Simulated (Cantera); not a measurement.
# CuO + C + H2 (carbothermic reduction)

Feed: 1 mol CuO, 3.1 mol C, 1.5 mol H2, held at 1527 °C.

These are equilibrium values from Cantera (NASA tables, ideal gas, pure condensed phases), not measurements of a reactor. Candidate condensed phases: C, C6H6, C7H8, C8H18, Cu, CuO, Cu(OH)2, Cu2O, H2O; 113 gas species. Kinetics and transport are ignored.

```csv
P (Pa),x H2,x CO,x Cu,x H,x CH4,x H2O,n C(graphite),n Cu(l)
10,0.412,0.282,0.282,0.0230,1.31e-8,3.32e-9,2.10,0
36,0.420,0.284,0.284,0.0122,4.88e-8,1.22e-8,2.10,0
130,0.424,0.285,0.284,0.00647,1.80e-7,4.48e-8,2.10,0
460,0.526,0.352,0.118,0.00383,9.80e-7,2.43e-7,2.10,0.664
1700,0.579,0.387,0.0319,0.00209,4.39e-6,1.09e-6,2.10,0.917
6000,0.594,0.396,0.00902,0.00113,1.63e-5,4.02e-6,2.10,0.977
22000,0.598,0.399,0.00246,0.000590,6.05e-5,1.50e-5,2.10,0.994
77000,0.599,0.400,0.000703,0.000316,0.000213,5.26e-5,2.10,0.998
280000,0.598,0.400,0.000193,0.000166,0.000772,0.000191,2.10,1.000
1000000,0.596,0.400,5.41e-5,8.74e-5,0.00273,0.000680,2.09,1.000
```
x: gas mole fraction; n: condensed amount in mol.

From 10.0 Pa to 1.30 mbar the condensed part is C(graphite). From 4.60 mbar to 10.0 bar the condensed part is C(graphite) + Cu(l). The main Cu-bearing gas is Cu throughout.
